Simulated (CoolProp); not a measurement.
The fluid at 293.15 K and 0.00613 MPa is compressed adiabatically to 0.0271 MPa with isentropic efficiency 0.9. The same conditions are run with several fluids, on thermodynamics alone (safety and materials aside).

The numbers come from the reference Helmholtz-energy equation of state of each fluid (R365MFC: Lemmon 2016; R22: Kamei 1995; R1132(E): Akasaka 2024; R507A: Lemmon 2003; R1233zd(E): Akasaka 2022) in CoolProp. Blends and air are pseudo-pure fits.

| fluid | work (kJ/kg) | final temperature (K) | final density (kg/m³) |
|---|---|---|---|
| R365MFC | 28.2 | 321.8 | 1.52 |
| R22 | 51.8 | 368.8 | 0.766 |
| R1132(E) | 69.5 | 363.4 | 0.575 |
| R507A | 43.7 | 342.3 | 0.944 |
| R1233zd(E) | 32.6 | 334.1 | 1.28 |
